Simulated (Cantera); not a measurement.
A Cantera script and what it prints.

```python
import numpy as np
import cantera as ct

gas_names = [...]  # 109 gases of nasa_gas.yaml made of C, Cl, H, Si
cond_names = """
    C(gr) C6H6(L) C7H8(L) C8H18(L),n-octa Si(cr) Si(L) SiC(b)
""".split()


# ... load() reads the species with a 1 bar reference pressure and builds the phases ...
atoms = {
    'SiH2Cl2': {'Si': 1, 'H': 2, 'CL': 2},
    'C3H8': {'C': 3, 'H': 8},
    'H2': {'H': 2},
}
top_T = {'C(gr)': 4500, 'SiC(b)': 3050}  # K; cautious upper limits of use, not melting points


# ... equilibrate(T, P, feed) seeds the gas with the atoms and calls Mixture.equilibrate('TP', solver="vcs", rtol=1e-11, max_steps=5000) ...
results = []
feed = {'SiH2Cl2': 1, 'C3H8': 0.3, 'H2': 11}  # mol
T = 2125  # K
P = 58000  # Pa
mix = equilibrate(T, P, feed)
results.append((T, P, feed, dict(zip(mix.species_names, mix.species_moles))))
x = sorted(zip(gas.X, gas.species_names), reverse=True)
print(f"T = {T:g} K  P = {P:g} Pa  gas = {mix.phase_moles(0):.4g} mol")
print("   x: " + "  ".join(f"{s} {v:.3e}" for v, s in x if v > 1e-06))
print("   condensed (mol): " + ("  ".join(f"{mix.phase(i).name} {mix.phase_moles(i):.4g}"
      for i in range(1, mix.n_phases) if mix.phase_moles(i) > 1e-12) or "none"))
```

It prints:

```
T = 2125 K  P = 58000 Pa  gas = 14.23 mol
   x: H2 8.622e-01  HCL 1.250e-01  SiCL2 7.303e-03  H 4.427e-03  CL 4.708e-04  C2H2,acetylene 2.767e-04  SiCL3 1.138e-04  SiCL 1.001e-04  CH4 5.868e-05  Si 5.792e-05  SiH2 3.457e-05  SiH 2.108e-05  CH3 5.849e-06  SiHCL3 5.787e-06  SiH2CL2 3.938e-06  Si2C 2.602e-06  SiCL4 1.704e-06
   condensed (mol): SiC(b) 0.8911
```

Method: chemical equilibrium by Gibbs-energy minimisation in Cantera with the NASA 1993 tables (ideal gas, pure condensed phases). The tables' values for SiCl3, SiCl are old estimates; treat these amounts as uncertain. Gases not in the tables: Si2H6 and higher silanes.
